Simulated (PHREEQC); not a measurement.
Dissolve 0.0011 mol/kgw Ag2SO4 and 0.013 mol/kgw HF at 90 °C. Closed to the air; pH follows from the charge balance.

Computed with PHREEQC (ion-association model, wateq4f.dat).

**Question.** The ionic strength comes out as 0.00425 mol/kgw. What activity coefficients do Ag+, SO4-2, HSO4-, HF2-, F- get?

**Answer.** Ag+ 0.92, SO4-2 0.73, HSO4- 0.92, HF2- 0.92, F- 0.92.

Precipitation was switched off in this run. Constants without temperature data keep their 25 °C values here.
